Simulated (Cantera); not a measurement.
Charge: 1 mol CaO, 1.3 mol HBr, 0.42 mol N2, held at 13300 Pa.

Cantera equilibrium calculation (NASA polynomials, part measured and part estimated; ideal gas, pure solids and liquids). Candidate condensed phases: Br2, Ca, CaBr2, CaO, Ca(OH)2, H2O; 34 gas species. Mutual solubility and eutectic melting of coexisting phases are not modelled. Rates play no part.

Problem. Which condensed phases are stable at each of these points (T (°C)): 1275, 1300, 1325, 1350, 1375, 1400, 1425?

Solution. 
| T (°C) | condensed phases | Ca condensed (%) |
|---|---|---|
| 1275 | CaBr2(l) + CaO(s) | 86.0 |
| 1300 | CaBr2(l) + CaO(s) | 80.5 |
| 1325 | CaBr2(l) + CaO(s) | 72.6 |
| 1350 | CaBr2(l) + CaO(s) | 61.2 |
| 1375 | CaO(s) | 51.6 |
| 1400 | CaO(s) | 51.3 |
| 1425 | CaO(s) | 51.1 |

From 1275 °C to 1350 °C the condensed part is CaBr2(l) + CaO(s). From 1375 °C to 1425 °C the condensed part is CaO(s).
